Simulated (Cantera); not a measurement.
An isothermal, constant-pressure homogeneous reactor starts with 0.754 % H2, 99.2 % O2, equivalence ratio 0.0038, at 1250 K and 20.0 Torr.

Computed with Cantera and GRI-Mech 3.0 (53 species, 325 reactions). Radical loss at walls, strong at low pressure, is not modelled.

x: mole fraction; the columns are a selection and need not sum to one.

```tsv
t (s)	x H2	x O2	x H2O	x O	x OH	x H2O2
2.00e-5	0.00754	0.992	1.01e-11	2.82e-10	2.78e-10	<1e-12
6.29e-5	0.00754	0.992	2.01e-10	1.67e-9	?	<1e-12
0.000198	0.00754	0.992	3.08e-9	8.50e-9	?	1.23e-12
0.000623	0.00754	0.992	5.78e-8	7.22e-8	?	1.18e-11
0.00196	0.00753	0.992	8.33e-6	7.74e-6	?	1.23e-10
0.00617	0.000115	0.986	0.00684	0.00619	?	4.16e-8
0.0194	2.06e-5	0.987	0.00713	0.00544	?	2.42e-8
0.0612	1.31e-5	0.989	0.00725	0.00342	?	2.22e-8
0.192	4.83e-6	0.991	0.00740	0.00125	?	1.67e-8
0.606	9.75e-7	0.992	0.00750	0.000251	?	8.16e-9
1.91	1.48e-7	0.992	0.00754	3.82e-5	?	2.35e-9
6.00	2.38e-8	0.992	0.00756	6.19e-6	?	5.22e-10
```

Problem. What belongs in the gaps?

Solution. 
- 6.29e-5, x OH: 1.58e-9
- 0.000198, x OH: 7.34e-9
- 0.000623, x OH: 5.51e-8
- 0.00196, x OH: 5.69e-6
- 0.00617, x OH: 0.000903
- 0.0194, x OH: 0.000634
- 0.0612, x OH: 0.000507
- 0.192, x OH: 0.000309
- 0.606, x OH: 0.000140
- 1.91, x OH: 5.47e-5
- 6.00, x OH: 2.21e-5
